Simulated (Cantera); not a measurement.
Si + NF3 (silicon etching in halogen gases)

Charge: 1 mol Si, 4.6 mol NF3, held at 650 K and 0.100 bar.

Method: chemical equilibrium by Gibbs-energy minimisation in Cantera with the NASA 1993 tables (ideal gas, pure condensed phases). Candidate condensed phases: Si, Si3N4; 16 gas species. Kinetics and transport are ignored.

x(NF3): 0.616
x(SiF4): 0.197
x(N2): 0.145
x(F2): 0.0414
x(F): 0.000316
gas amount: 5.075 mol
log10 activity of Si(s) (absent): -119.25
